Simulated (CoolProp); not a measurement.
Vapour-liquid equilibrium of R134a (1) + R236FA (2) at 1.09 MPa; x and y are mole fractions of (1).

Computed with CoolProp (multi-fluid Helmholtz-energy mixture model, Tillner-Roth 1994 and Pan 2012; pair parameters Bell 2016).

```tsv
x	bubble temperature (K)	y at the bubble point	dew temperature at overall composition x (K)	liquid density (mol/L)
0.05	345.5	0.081	346.2	7.803
0.125	342.6	0.196	344.4	8.027
0.2	339.8	0.301	342.5	8.256
0.275	337.2	0.397	340.5	8.490
0.35	334.6	0.486	338.5	8.730
0.425	332.1	0.567	336.4	8.976
0.5	329.7	0.642	334.2	9.230
0.575	327.4	0.710	331.9	9.490
0.65	325.2	0.773	329.4	9.758
0.725	323.0	0.830	326.9	10.04
0.8	320.9	0.882	324.1	10.32
0.875	318.9	0.930	321.2	10.62
0.95	317.0	0.973	318.1	10.92
```

No azeotrope shows between x = 0.05 and 0.95.

The pair parameters rest on a limited set of measurements; away from them the model extrapolates.
